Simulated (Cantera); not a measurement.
A perfectly stirred reactor is fed with 9.09 % H₂, 4.78 % O₂, 86.1 % N₂, equivalence ratio 0.95, at 13300 Pa; it is held at 950 K, and followed from long to short residence time.

Computed with Cantera and GRI-Mech 3.0 (53 species, 325 reactions). Radical loss at walls, strong at low pressure, is not modelled. The temperature is held fixed by assumption; the heat of reaction is taken as removed at once.

Predict: x(H₂) at τ = 1.20 s; x(O₂) at τ = 1.20 s; x(HO₂) at τ = 1.20 s; x(H₂O) at τ = 1.20 s; x(H) at τ = 1.20 s; x(H₂) at τ = 34.0 ms; x(O₂) at τ = 34.0 ms; x(HO₂) at τ = 34.0 ms; x(H₂O) at τ = 34.0 ms; x(H) at τ = 34.0 ms.


| Quantity | Value |
|---|---|
| x(H₂) at τ = 1.20 s | 0.00161 |
| x(O₂) at τ = 1.20 s | 0.00336 |
| x(HO₂) at τ = 1.20 s | 6.39e-7 |
| x(H₂O) at τ = 1.20 s | 0.0933 |
| x(H) at τ = 1.20 s | 0.000358 |
| x(H₂) at τ = 34.0 ms | 0.00945 |
| x(O₂) at τ = 34.0 ms | 0.00806 |
| x(HO₂) at τ = 34.0 ms | 1.50e-6 |
| x(H₂O) at τ = 34.0 ms | 0.0828 |
| x(H) at τ = 34.0 ms | 0.00428 |
